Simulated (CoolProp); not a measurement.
Saturation properties of CH2F2 (R32) (Tc = 78.1 °C, pc = 5.783 MPa, ω = 0.277).

The numbers come from the reference Helmholtz-energy equation of state, Tillner-Roth 1997 in CoolProp.

```tsv
T (°C)	p (MPa)	vapour Z	surface tension (mN/m)	liquid conductivity (mW/(m K))
-70.85	0.03420	0.9791	24.5	[?]
-58.95	0.06884	[?]	22.1	199
-46.95	0.1280	0.9512	[?]	190
-34.95	0.2219	0.9309	17.4	181
-23.05	0.3611	0.9060	15.2	[?]
-11.05	0.5617	0.8759	12.9	163
0.95	0.8381	0.8401	10.8	154
12.85	1.204	[?]	8.78	144
24.85	1.683	0.7497	6.81	[?]
36.85	2.293	0.6925	4.96	[?]
48.75	[?]	0.6251	3.24	113
60.75	3.998	0.5403	1.69	102
```

Complete the blanks.


- -70.85, liquid conductivity (mW/(m K)): 207
- -58.95, vapour Z: 0.9672
- -46.95, surface tension (mN/m): 19.7
- -23.05, liquid conductivity (mW/(m K)): 173
- 12.85, vapour Z: 0.7985
- 24.85, liquid conductivity (mW/(m K)): 134
- 36.85, liquid conductivity (mW/(m K)): 124
- 48.75, p (MPa): 3.052

It boils at -51.7 °C under 1 atm.

Thermal conductivity comes from a separate model (Huber 2003), an estimate that may be off by 10 % or more. Surface tension comes from a separate correlation (Mulero 2012).
